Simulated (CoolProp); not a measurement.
R236EA at several states: Z from the reference equation and from simpler models built on Tc = 412.4 K, pc = 3.414 MPa, ω = 0.368; each cubic takes its own stable root.

Values from CoolProp's reference Helmholtz-energy equation of state, Rui 2013.

```tsv
T (K)	p (MPa)	phase	reference
390.1	0.279	gas	0.9647
295.2	0.235	liquid	0.01014
401.3	6	liquid	0.2600
257.4	3.01	liquid	0.1375
```

Q: How far does each simpler model (van der Waals, Redlich-Kwong, Soave-Redlich-Kwong, Peng-Robinson) lie from the reference over these 4 states: mean and median of the absolute difference, and the worst?

A: 
- van der Waals: mean 2354.1 %, median 57.1 %, worst +9301.4 % at 295.2 K and 0.235 MPa
- Redlich-Kwong: mean 2293.7 %, median 16.0 %, worst +9142.6 % at 295.2 K and 0.235 MPa
- Soave-Redlich-Kwong: mean 8.7 %, median 9.5 %, worst +15.7 % at 401.3 K and 6 MPa
- Peng-Robinson: mean 2.5 %, median 3.1 %, worst +3.5 % at 401.3 K and 6 MPa

At some of these states van der Waals, Redlich-Kwong gives the other phase, because its saturation line lies elsewhere.
